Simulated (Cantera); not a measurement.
Cantera run, input and output.

```python
import numpy as np
import cantera as ct

gas = ct.Solution("gri30.yaml")
gas.TPX = 575, 91000, {'CH4': 1, 'C2H6': 0.031, 'O2': 1.92, 'N2': 7.21}
flame = ct.FreeFlame(gas, width=0.043)
flame.set_refine_criteria(ratio=3, slope=0.08, curve=0.16)
flame.transport_model = "mixture-averaged"
flame.solve(loglevel=0, auto=True)
z, T = flame.grid, flame.T
thick = (T[-1] - T[0]) / np.gradient(T, z).max()
show = ['CH4', 'C2H6', 'O2', 'NO2', 'C2H', 'H2']
print(f"laminar burning velocity  {flame.velocity[0] * 100:.3f} cm/s")
print(f"burnt temperature         {T[-1]:.1f} K")
print(f"thermal thickness         {thick * 1e3:.4f} mm")
print(f"grid points               {len(z)}")
z0 = z[flame.heat_release_rate.argmax()]
print(f"{'z/mm':>9s}{'T/K':>9s}{'u/(m/s)':>9s}" + "".join(f"{s:>11s}" for s in show))
rows = []
for k in (-3, -2, -1.5, -1, -0.5, -0.25, 0, 0.25, 0.5, 1, 2, 4, 8):
    zz = z0 + k * thick
    rows.append([k * thick, np.interp(zz, z, T), np.interp(zz, z, flame.velocity),
                 *(np.interp(zz, z, flame.X[gas.species_index(s)]) for s in show)])
    print(f"{rows[-1][0] * 1e3:9.3f}{rows[-1][1]:9.1f}{rows[-1][2]:9.3f}" + "".join(f"{x:11.3e}" for x in rows[-1][3:]))
```

It prints:

```
laminar burning velocity  123.616 cm/s
burnt temperature         2370.4 K
thermal thickness         0.3587 mm
grid points               153
     z/mm      T/K  u/(m/s)        CH4       C2H6         O2        NO2        C2H         H2
   -1.076    575.1    1.238  9.829e-02  3.048e-03  1.887e-01  6.534e-11  2.062e-25  1.089e-03
   -0.717    576.4    1.243  9.797e-02  3.042e-03  1.883e-01  9.877e-10  2.741e-22  3.234e-03
   -0.538    583.5    1.262  9.715e-02  3.032e-03  1.873e-01  7.805e-09  1.472e-19  6.249e-03
   -0.359    637.5    1.389  9.308e-02  3.009e-03  1.828e-01  5.885e-08  3.126e-16  1.237e-02
   -0.179   1026.6    2.277  6.755e-02  2.909e-03  1.504e-01  6.889e-08  4.629e-11  2.326e-02
   -0.090   1445.6    3.249  3.757e-02  1.712e-03  1.078e-01  2.904e-08  1.810e-08  2.892e-02
    0.000   1832.1    4.160  9.507e-03  1.399e-04  5.855e-02  8.416e-09  6.311e-07  3.002e-02
    0.090   1997.9    4.542  8.380e-04  8.308e-07  2.917e-02  2.852e-09  5.698e-07  2.502e-02
    0.179   2040.0    4.624  3.776e-05  1.346e-09  1.843e-02  2.948e-09  4.433e-08  2.167e-02
    0.359   2078.2    4.685  6.450e-08  6.429e-15  1.325e-02  3.348e-09  6.726e-11  2.090e-02
    0.717   2126.3    4.773  2.639e-11  6.707e-20  1.103e-02  3.843e-09  2.645e-14  2.052e-02
    1.435   2187.3    4.891  1.275e-15  4.266e-27  8.980e-03  4.956e-09  4.688e-20  1.906e-02
    2.870   2252.8    5.015  9.367e-16  2.085e-28  6.693e-03  7.170e-09  1.299e-21  1.711e-02
```

Cantera simulation using GRI-Mech 3.0 (53 species, 325 reactions); the numbers are that mechanism's predictions, not measurements. Burning velocities carry a grid error of a few per cent, more on coarse grids.
